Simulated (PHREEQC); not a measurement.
Dissolve 0.0093 mol/kgw HF, 0.00057 mol/kgw NaF and 0.00014 mol/kgw HCl at 25 °C. Closed to the air; pH follows from the charge balance.

The numbers come from PHREEQC with the ion-association model, wateq4f.dat.

This is a speciation only: nothing precipitates in the calculation.

Q: Estimate the pH.

A: pH 2.70.

Q: In which forms is F present?

A: HF 71 %, F- 25 %, H2F2 2.6 %, HF2- 1.3 % of the F.

Species that the database lacks are ignored.
